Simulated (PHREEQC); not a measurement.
Dissolve 0.13 mol H3PO4, 0.00027 mol Na2SO4 and 0.085 mol KCl per kg of water at 25 °C. Closed to the air; pH follows from the charge balance.

Computed with PHREEQC (ion-association model, wateq4f.dat).

| Quantity | Value |
|---|---|
| pH | 1.57 |
| ionic strength | 0.118 mol/kgw |
| activity of water | 0.994 |
| total alkalinity | -130 meq/kg |

```
species  molality  activity   log γ
-------  --------  --------  ------
H3PO4      0.0973    0.1000   0.012
Cl-        0.0850    0.0639  -0.124
K+         0.0850    0.0639  -0.124
H2PO4-     0.0327    0.0255  -0.109
H+         0.0326    0.0267  -0.087
Na+      0.000540  0.000417  -0.112
HSO4-    0.000134  0.000103  -0.116
SO4-2    0.000113   3.97e-5  -0.453
KSO4-     2.29e-5   1.78e-5  -0.109
HPO4-2    1.66e-7   5.93e-8  -0.448
NaSO4-    1.07e-7   8.29e-8  -0.109
KHPO4-    9.49e-9   7.38e-9  -0.109
```

Precipitation was switched off in this run. H3PO4, which wateq4f.dat lacks, is added to it with the constant of phreeqc.dat.
